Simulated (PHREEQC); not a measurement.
A solution holds 0.0011 mol HF, 7.8e-05 mol KF, 0.00014 mol H2SiF6 and 0.00059 mol H2SO4 per kg of water, at 25 °C. Closed to the air; pH follows from the charge balance.

The numbers come from PHREEQC with the ion-association model, wateq4f.dat.

No solid was allowed to form.

Question: Order these F species by the share of F that they hold, largest first: H2F2, F-, HF, HF2-, SiF6-2.

Answer: HF (63 %), F- (28 %), SiF6-2 (8.8 %), H2F2 (0.41 %), HF2- (0.27 %)

The pH is 2.80 and the ionic strength 0.00229 mol/kgw. Species that the database lacks are ignored. SiF6-2 is the database's only silicon fluoride.
